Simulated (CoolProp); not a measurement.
n-perfluorohexane along the isobar 15.1 bar: density (kg/m³) from the reference equation and from simpler models built on Tc = 448.0 K, pc = 17.42 bar, ω = 0.497; each cubic takes its own stable root.

Model: reference Helmholtz-energy equation of state, Gao 2022, in CoolProp.

```
T (K)   phase  reference  van der Waals  Redlich-Kwong  Soave-Redlich-Kwong  Peng-Robinson
-----  ------  ---------  -------------  -------------  -------------------  -------------
333.9  liquid       1576          893.0           1270                 1368           1546
348.4  liquid       1530          866.5           1222                 1320           1493
362.9  liquid       1479          837.5           1170                 1267           1434
377.4  liquid       1425              …           1113                 1208              …
392    liquid       1362          767.9           1047                 1138           1288
406.5  liquid       1290          723.2          971.4                 1056           1193
421    liquid       1199          663.7          875.7                951.2           1072
435.5  liquid       1056          255.6              …                792.6          888.1
450       gas      238.7          215.7          228.0                226.6          237.5
```

Task: Fill in the missing entries.

Result: 
- 377.4, van der Waals: 805.2
- 377.4, Peng-Robinson: 1367
- 435.5, Redlich-Kwong: 721.8

At some of these states van der Waals gives the other phase, because its saturation line lies elsewhere.
